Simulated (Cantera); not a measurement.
Mixture: CH4 : C2H6 : C3H8 : O2 : N2 = 1 : 0.041 : 0.05 : 1.2 : 4.5 (molar parts), equivalence ratio 2.0, at 0.730 bar, adiabatic and at constant pressure. Ignition delay is the time to a rise of 400 K.

Computed with Cantera and GRI-Mech 3.0 (53 species, 325 reactions).

**Question.** What does this change do: CH4 1 to 0.41 parts?

**Answer.** 
```json
[
 {"quantity": "delay at 1075 K", "before": "0.126 s", "after": "47.4 ms"},
 {"quantity": "delay at 1275 K", "before": "5.06 ms", "after": "2.12 ms"},
 {"quantity": "delay at 1475 K", "before": "0.451 ms", "after": "0.217 ms"},
 {"quantity": "delay at 1675 K", "before": "94.5 µs", "after": "52.7 µs"},
 {"quantity": "delay at 1875 K", "before": "35.2 µs", "after": "21.5 µs"},
 {"quantity": "apparent activation energy between 1675 and 1875 K", "before": "130 kJ/mol", "after": "120 kJ/mol"}
]
```

**Question.** What does this change do: C3H8 0.05 to 0.074 parts?

**Answer.** 
```tsv
quantity	before	after
delay at 1075 K	0.126 s	0.125 s
delay at 1275 K	5.06 ms	4.44 ms
delay at 1475 K	0.451 ms	0.392 ms
delay at 1675 K	94.5 µs	85.4 µs
delay at 1875 K	35.2 µs	32.9 µs
apparent activation energy between 1675 and 1875 K	130 kJ/mol	120 kJ/mol
```
